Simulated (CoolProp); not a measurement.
Vapour-liquid equilibrium of dimethyl ether (1) + n-butane (2) at -18.45 °C; x and y are mole fractions of (1).

The numbers come from the multi-fluid Helmholtz-energy mixture model, Wu 2011 and Bücker 2006; pair parameters Bell 2016 in CoolProp.

| x | bubble pressure (MPa) | y at the bubble point | dew pressure at overall composition x (MPa) | liquid density (mol/L) |
|---|---|---|---|---|
| 0.05 | 0.05720 | 0.190 | 0.05050 | 10.84 |
| 0.125 | 0.06874 | 0.372 | 0.05388 | 11.11 |
| 0.2 | 0.07862 | 0.489 | 0.05772 | 11.39 |
| 0.275 | 0.08711 | 0.572 | 0.06210 | 11.69 |
| 0.35 | 0.09442 | 0.635 | 0.06714 | 12.00 |
| 0.425 | 0.1008 | 0.686 | 0.07295 | 12.34 |
| 0.5 | 0.1064 | 0.730 | 0.07968 | 12.69 |
| 0.575 | 0.1114 | 0.768 | 0.08743 | 13.07 |
| 0.65 | 0.1159 | 0.805 | 0.09622 | 13.47 |
| 0.725 | 0.1200 | 0.841 | 0.1058 | 13.90 |
| 0.8 | 0.1238 | 0.878 | 0.1153 | 14.36 |
| 0.875 | 0.1274 | 0.919 | 0.1235 | 14.86 |
| 0.95 | 0.1306 | 0.965 | 0.1296 | 15.39 |

No azeotrope shows between x = 0.05 and 0.95.

The pair parameters rest on a limited set of measurements; away from them the model extrapolates.
